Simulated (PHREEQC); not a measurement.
Consider water at 20 °C and 50 atm with 0.0028 mol NaH2PO4 and 0.0001 mol NaF per kg of water. Closed to the air; pH follows from the charge balance.

Equilibrium calculation in PHREEQC: ion-association model, phreeqc.dat.

No solid was allowed to form.

Q: Estimate the pH, ionic strength, specific conductance.

A: pH 4.93; ionic strength 0.00293 mol/kgw; specific conductance 209 µS/cm.

Q: In which forms is F present?

A: F- 98 %, HF 1.5 % of the F.

Under pressure, the constants of complexes without a molar volume in the database are unreliable.
